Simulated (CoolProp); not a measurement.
Model: reference Helmholtz-energy equation of state, Bücker 2006, in CoolProp.

**Question.** Give the vapour pressure (kPa), liquid density (kg/m³), vapour density (kg/m³), liquid viscosity (µPa s) of saturated isobutane at -30.15, -18.25, 40.75 °C.

**Answer.** 
| T (°C) | p (kPa) | liquid density (kg/m³) | vapour density (kg/m³) | liquid viscosity (µPa s) |
|---|---|---|---|---|
| -30.15 | 46.3 | 614 | 1.36 | 287 |
| -18.25 | 78.0 | 601 | 2.21 | 246 |
| 40.75 | 542 | 530 | 13.9 | 128 |

Viscosity comes from a separate model (Vogel 2000).
